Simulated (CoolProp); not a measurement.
Vapour-liquid equilibrium of propane (1) + R152A (2) at 231.8 K; x and y are mole fractions of (1).

Model: multi-fluid Helmholtz-energy mixture model, Lemmon 2009 and Outcalt 1996; pair parameters Bell 2016, in CoolProp.

Give the bubble pressure and the first vapour's composition at x = 0.65, 0.8, 0.95. Is there an azeotrope?

x = 0.65: 116.4 kPa, y = 0.730; x = 0.8: 116.9 kPa, y = 0.775; x = 0.95: 110.9 kPa, y = 0.904. y crosses x between x = 0.65 and 0.8: the model has an azeotrope there.

Pair parameters are fitted to limited data, so mixtures are less certain than the pure fluids. With so large a gap from Raoult's law the liquid may split in two, which this calculation doesn't test in full.
